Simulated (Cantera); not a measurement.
Transport properties of process gases

Gas mixture: 100 % C₂H₂, at 20.0 Torr, frozen composition.

Cantera's kinetic-theory transport with the Lennard-Jones parameters of GRI-Mech 3.0, ideal gas; thermal conductivity in the mixture-averaged form. The composition is frozen, though it would react at the higher temperatures.

```tsv
T (K)	ρ (kg/m³)	cp (J/kg/K)	μ (µPa s)	λ (mW/m/K)	Pr	D (cm²/s) OH	D (cm²/s) H₂O	D (cm²/s) H
400	0.0209	1931	13.6	35.7	0.734	15.9	11.5	59.1
550	0.0152	2170	17.6	51.9	0.737	27.8	21.2	104
700	0.0119	2340	21.2	67.5	0.735	41.9	33.3	159
850	0.00982	2482	24.4	82.7	0.734	58.2	47.4	222
1000	0.00835	2608	27.4	97.4	0.734	76.5	63.5	293
1150	0.00726	2718	30.2	112	0.734	96.7	81.2	371
1300	0.00642	2814	32.8	126	0.734	119	101	455
```
D: mixture-averaged diffusion coefficient of that species in the mixture.
